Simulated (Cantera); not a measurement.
A Cantera script and its output.

```python
import numpy as np
import cantera as ct

gas = ct.Solution("gri30.yaml")
gas.TPX = 1025, 18000, {'C3H8': 1, 'H2': 2.3}
reactor = ct.IdealGasConstPressureReactor(gas, energy="off", clone=False)
net = ct.ReactorNet([reactor])
net.rtol, net.atol = 1e-08, 1e-18
show = ['C3H8', 'H2', 'C2H2', 'C2H6', 'CH4', 'CH3']
times = np.geomspace(0.0002, 9, 12)

steps = ct.SolutionArray(gas, extra=["t"])
rows = []
print(f"{'t/s':>10s}{'T/K':>9s}{'P/Pa':>11s}" + "".join(f"{s:>11s}" for s in show))
for t in times:
    while net.time < t:
        t_next = net.step()
        steps.append(gas.state, t=t_next)
    rows.append([np.interp(t, steps.t, y) for y in (steps.T, steps.P, *steps(*show).X.T)])
    print(f"{t:10.3e}{rows[-1][0]:9.1f}{rows[-1][1]:11.4g}" + "".join(f"{x:11.3e}" for x in rows[-1][2:]))
rate = np.gradient(steps.T, steps.t)
print("integrator steps:", len(steps.t))
if steps.T.max() > steps.T[0] + 200:
    print(f"time of steepest temperature rise: {steps.t[rate.argmax()]:.4e} s")
gas.TPX = 1025, 18000, {'C3H8': 1, 'H2': 2.3}
gas.equilibrate("TP")
print(f"equilibrium (TP): T = {gas.T:.1f} K  " + "  ".join(f"{s} {gas[s].X[0]:.3e}" for s in show))
```

Result:

```
       t/s      T/K       P/Pa       C3H8         H2       C2H2       C2H6        CH4        CH3
 2.000e-04   1025.0    1.8e+04  3.030e-01  6.970e-01  5.110e-14  2.279e-07  2.324e-06  1.154e-06
 5.297e-04   1025.0    1.8e+04  3.030e-01  6.970e-01  3.067e-12  8.730e-07  1.919e-05  3.488e-06
 1.403e-03   1025.0    1.8e+04  3.028e-01  6.969e-01  1.546e-10  3.052e-06  1.414e-04  8.941e-06
 3.716e-03   1025.0    1.8e+04  3.019e-01  6.964e-01  4.925e-09  1.284e-05  8.084e-04  1.560e-05
 9.843e-03   1025.0    1.8e+04  2.990e-01  6.948e-01  7.009e-08  4.767e-05  3.053e-03  1.688e-05
 2.607e-02   1025.0    1.8e+04  2.911e-01  6.907e-01  6.123e-07  1.449e-04  8.965e-03  1.661e-05
 6.905e-02   1025.0    1.8e+04  2.715e-01  6.802e-01  4.477e-06  4.225e-04  2.377e-02  1.588e-05
 1.829e-01   1025.0    1.8e+04  2.266e-01  6.563e-01  2.903e-05  1.276e-03  5.775e-02  1.412e-05
 4.844e-01   1025.0    1.8e+04  1.436e-01  6.113e-01  1.592e-04  4.068e-03  1.211e-01  1.039e-05
 1.283e+00   1025.0    1.8e+04  4.899e-02  5.573e-01  6.434e-04  1.202e-02  1.954e-01  4.876e-06
 3.398e+00   1025.0    1.8e+04  6.705e-03  5.283e-01  1.628e-03  2.376e-02  2.324e-01  1.587e-06
 9.000e+00   1025.0    1.8e+04  3.265e-04  5.199e-01  2.981e-03  3.094e-02  2.421e-01  1.003e-06
integrator steps: 752
equilibrium (TP): T = 1025.0 K  C3H8 4.669e-06  H2 1.440e-01  C2H2 2.982e-03  C2H6 1.044e-03  CH4 8.291e-01  CH3 3.964e-07
```

Model: GRI-Mech 3.0 (53 species, 325 reactions), integrated in Cantera. GRI-Mech 3.0 was tuned for natural gas; its chemistry of propane as a main component is partial and can be far from experiment. GRI-Mech 3.0 stops at C3 and has no aromatics, soot or wall deposition, so with more carbon than oxygen in the feed, carbon stays in small species such as C2H2 where larger ones or solid carbon would form.
